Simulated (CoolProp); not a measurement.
Vapour pressure (MPa) of R1132(E): the reference equation beside estimates from Tc = 75.7 °C, pc = 5.174 MPa, ω = 0.245. Clausius-Clapeyron is anchored at 15.15 °C with a constant enthalpy of vaporisation of 14.74 kJ/mol.

Values from CoolProp's reference Helmholtz-energy equation of state, Akasaka 2024.

```csv
T (°C),reference,Clausius-Clapeyron,Redlich-Kwong
1.75,0.8616,0.9435,1.142
6.25,0.9867,1.047,1.284
10.65,1.122,1.155,1.433
15.15,1.273,1.273,1.597
19.55,1.436,1.396,1.770
23.95,1.613,1.528,1.955
28.45,1.810,1.670,2.157
32.85,2.020,1.817,2.368
37.35,2.253,1.976,2.598
41.75,2.499,2.140,2.836
46.25,2.771,2.317,3.095
50.65,3.058,2.498,3.362
```

Absolute difference from the reference over all 12 rows, mean and median: Clausius-Clapeyron 8.8 and 8.6 %, Redlich-Kwong 20.6 and 20.2 %.
